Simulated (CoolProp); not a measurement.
Properties of R1224YDZ at several states (Tc = 428.7 K, pc = 3.334 MPa, ω = 0.325).

Model: reference Helmholtz-energy equation of state, Akasaka 2023, in CoolProp.

```
T (K)  p (MPa)   phase         Z  cp (kJ/(kg K))  cv (kJ/(kg K))  expansivity (1/kK)  fugacity coefficient
-----  -------  ------  --------  --------------  --------------  ------------------  --------------------
459.4     2.01     gas    0.8182           1.121               ?                   ?                0.8419
396       2.91  liquid    0.1277           1.476               ?               5.237                0.4973
288.8     14.3  liquid    0.6202           1.102          0.8037               1.605               0.01299
216.6     0.04  liquid  0.002106           1.028          0.7152               1.527               0.05084
295.4    0.546  liquid   0.02411           1.142          0.8107               1.996                0.2355
```

**Question.** Fill in the missing entries.

**Answer.** 
- 459.4, cv (kJ/(kg K)): 0.9758
- 459.4, expansivity (1/kK): 4.329
- 396, cv (kJ/(kg K)): 0.9516
